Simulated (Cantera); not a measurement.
What does this Cantera script print?

```python
import numpy as np
import cantera as ct

gas_names = """
    Fe FeO O O2 O3 S SO SO2 SO3 S2 S2O S8
""".split()
cond_names = """
    Fe(a) Fe(c) Fe(d) Fe(L) FeO(s) FeO(L) FeS(a) FeS(b) FeS(c) FeS(L) FeSO4(s) FeS2(s) Fe2O3(s)
    Fe2S3O12(s) Fe3O4(s) S(cr1) S(cr2) S(L)
""".split()


# ... load() reads the species with a 1 bar reference pressure and builds the phases ...
atoms = {
    'FeS2': {'Fe': 1, 'S': 2},
    'O2': {'O': 2},
}
top_T = {'FeSO4(s)': 950, 'FeS2(s)': 1010, 'Fe2O3(s)': 1830, 'Fe2S3O12(s)': 1100, 'Fe3O4(s)': 1870}  # K; cautious upper limits of use, not melting points


# ... equilibrate(T, P, feed) seeds the gas with the atoms and calls Mixture.equilibrate('TP', solver="vcs", rtol=1e-11, max_steps=5000) ...
results = []
feed = {'FeS2': 1, 'O2': 3.5}  # mol
T = 748  # K
for P in [1000, 2600, 6700, 17000, 45000, 120000, 300000, 770000, 2000000]:
    mix = equilibrate(T, P, feed)
    results.append((T, P, feed, dict(zip(mix.species_names, mix.species_moles))))

top = {s: max(r[3][s] / sum(r[3][g] for g in gas_names) for r in results) for s in gas_names}
cols = sorted((s for s in top if top[s] > 1e-05), key=lambda s: -top[s])[:6]
seen = [c for c in cond_names if any(r[3].get(c, 0) > 1e-12 for r in results)]
print("log10 of partial pressures in bar; condensed amounts in mol")
print(f"{'P/Pa':>10s}" + "".join(f"{s[:9]:>10s}" for s in cols + seen))
for T, P, feed, n in results:
    ng = sum(n[g] for g in gas_names)
    print(f"{P:10.4g}" + "".join(f"{np.log10(max(n[s] / ng * P / 1e5, 1e-99)):10.3f}" for s in cols)
          + "".join(f"{n.get(c, 0):10.4g}" for c in seen))
```

Output:

```
log10 of partial pressures in bar; condensed amounts in mol
      P/Pa       SO2       SO3  FeSO4(s)  Fe2O3(s) Fe2S3O12(
      1000    -2.007    -3.778         0  0.002826    0.4972
      2600    -1.589    -3.647  0.004357         0    0.4978
      6700    -1.176    -3.441  0.002714         0    0.4986
   1.7e+04    -0.771    -3.238  0.001704         0    0.4991
   4.5e+04    -0.348    -3.026  0.001047         0    0.4995
   1.2e+05     0.079    -2.813 0.0006412         0    0.4997
     3e+05     0.477    -2.614 0.0004055         0    0.4998
   7.7e+05     0.886    -2.409 0.0002531         0    0.4999
     2e+06     1.301    -2.202 0.0001571         0    0.4999
```

Equilibrium computed with Cantera from the NASA thermochemical tables; the gas is ideal and each condensed phase is pure.
